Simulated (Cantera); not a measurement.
## Equilibrium for silicon epitaxy and polysilicon growth: SiHCl3 + HCl + N2

Input: 1 mol SiHCl3, a varied amount of HCl, 120 mol N2, equilibrated at 1673 K and 0.260 bar.

Cantera equilibrium calculation (NASA polynomials, part measured and part estimated; ideal gas, pure solids and liquids). Candidate condensed phases: NH4Cl, Si, Si3N4; 28 gas species. The tables' values for SiCl3 are old estimates; treat these amounts as uncertain. The numbers say what is thermodynamically allowed, not how fast it happens.

```tsv
n(HCl) (mol)	x N2	x HCl	x SiCl2	x SiCl3	x H2	n Si3N4(s)
0.019	0.984	0.00707	0.00695	0.000912	0.000641	0.00351
0.029	0.984	0.00713	0.00695	0.000914	0.000651	0.00313
0.045	0.984	0.00722	0.00697	0.000916	0.000668	0.00252
0.069	0.984	0.00737	0.00698	0.000919	0.000693	0.00160
0.1	0.983	0.00755	0.00700	0.000923	0.000726	0.000401
0.16	0.983	0.00797	0.00697	0.000946	0.000762	0
0.24	0.982	0.00854	0.00691	0.000980	0.000802	0
0.37	0.981	0.00946	0.00682	0.00103	0.000865	0
0.57	0.980	0.0109	0.00667	0.00110	0.000959	0
0.87	0.978	0.0130	0.00648	0.00120	0.00109	0
```
x: gas mole fraction; n: condensed amount in mol.

From 0.019 mol HCl to 0.1 mol HCl the condensed part is Si3N4(s). From 0.16 mol HCl to 0.87 mol HCl nothing is condensed. The main Si-bearing gas is SiCl2 throughout.
